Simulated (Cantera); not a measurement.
An adiabatic, constant-volume homogeneous reactor starts with CH₄ : O₂ : N₂ = 1 : 3.85 : 14.5 (molar parts), equivalence ratio 0.52, at 1673 K and 15800 Torr.

Cantera simulation using GRI-Mech 3.0 (53 species, 325 reactions); the numbers are that mechanism's predictions, not measurements. The pressure lies above the range GRI-Mech 3.0 was tuned for (to about 10 atm).

Predict: time of steepest temperature rise; temperature at 2.00 s; equilibrium temperature; x(O₂) at 2.00 s; x(O) at 2.00 s; x(N₂O) at 2.00 s.


| Quantity | Value |
|---|---|
| time of steepest temperature rise | 18.8 µs |
| temperature at 2.00 s | 2814 K |
| equilibrium temperature | 2814 K |
| x(O₂) at 2.00 s | 0.0823 (gas-phase equilibrium 0.0823) |
| x(O) at 2.00 s | 0.00278 (gas-phase equilibrium 0.00278) |
| x(N₂O) at 2.00 s | 7.33e-6 (gas-phase equilibrium 7.33e-6) |
